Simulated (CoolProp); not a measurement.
Vapour-liquid equilibrium of R22 (1) + dimethyl ether (2) at 8.7 bar; x and y are mole fractions of (1).

Model: multi-fluid Helmholtz-energy mixture model, Kamei 1995 and Wu 2011; pair parameters Bell 2016, in CoolProp.

Task: Give the bubble temperature and the first vapour's composition at x = 0.425, 0.875, 0.95. Is there an azeotrope?

Result: x = 0.425: 312.0 K, y = 0.484; x = 0.875: 296.5 K, y = 0.958; x = 0.95: 293.4 K, y = 0.987. y crosses x between x = 0.2 and 0.275: the model has an azeotrope there.

The pair parameters rest on a limited set of measurements; away from them the model extrapolates.
